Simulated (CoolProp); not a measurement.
Vapour-liquid equilibrium of trans-2-butene (1) + acetone (2) at 155 kPa; x and y are mole fractions of (1).

Computed with CoolProp (multi-fluid Helmholtz-energy mixture model, Lemmon 2005 and Lemmon 2006; pair parameters Bell 2016).

| x | bubble temperature (K) | y at the bubble point | dew temperature at overall composition x (K) | liquid density (mol/L) |
|---|---|---|---|---|
| 0.05 | 328.1 | 0.387 | 340.6 | 12.73 |
| 0.125 | 313.4 | 0.659 | 338.2 | 12.76 |
| 0.2 | 304.5 | 0.773 | 335.5 | 12.68 |
| 0.275 | 299.1 | 0.829 | 332.7 | 12.54 |
| 0.35 | 295.7 | 0.859 | 329.7 | 12.36 |
| 0.425 | 293.6 | 0.878 | 326.4 | 12.17 |
| 0.5 | 292.1 | 0.890 | 322.8 | 11.98 |
| 0.575 | 291.0 | 0.900 | 318.7 | 11.79 |
| 0.65 | 290.1 | 0.909 | 314.0 | 11.60 |
| 0.725 | 289.3 | 0.920 | 308.6 | 11.43 |
| 0.8 | 288.4 | 0.932 | 302.0 | 11.27 |
| 0.875 | 287.4 | 0.950 | 293.9 | 11.13 |
| 0.95 | 286.4 | 0.976 | 287.4 | 11.00 |

No azeotrope shows between x = 0.05 and 0.95.

The pair parameters rest on a limited set of measurements; away from them the model extrapolates. With so large a gap from Raoult's law the liquid may split in two, which this calculation doesn't test in full.
